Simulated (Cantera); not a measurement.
An adiabatic, constant-pressure homogeneous reactor starts with CO : H₂ : O₂ : N₂ = 1 : 0.084 : 1.02 : 3.85 (molar parts), equivalence ratio 0.53, at 1748 K and 825 Torr. Integrator tolerance rtol = 1e-08.

Cantera simulation using GRI-Mech 3.0 (53 species, 325 reactions); the numbers are that mechanism's predictions, not measurements.

```csv
quantity,before,after
time of steepest temperature rise,40.7 µs,42.1 µs
temperature at 2.00 s,2679 K,2783 K
equilibrium temperature,2679 K,2783 K
x(CO) at 2.00 s,0.0398 (gas-phase equilibrium 0.0398),0.0479 (gas-phase equilibrium 0.0479)
x(H₂) at 2.00 s,0.000465 (gas-phase equilibrium 0.000465),0.000535 (gas-phase equilibrium 0.000535)
x(O₂) at 2.00 s,0.0905 (gas-phase equilibrium 0.0905),0.0911 (gas-phase equilibrium 0.0911)
x(H₂O) at 2.00 s,0.0109 (gas-phase equilibrium 0.0109),0.0101 (gas-phase equilibrium 0.0101)
x(O) at 2.00 s,0.00953 (gas-phase equilibrium 0.00953),0.0120 (gas-phase equilibrium 0.0120)
```

**Question.** Name the change that produced these shifts.
A) constant volume in place of constant pressure
B) pressure from 825 Torr to 10500 Torr
C) initial temperature 1748 to 1448 K
D) initial temperature 1748 to 1150 K

**Answer.** A, constant volume in place of constant pressure
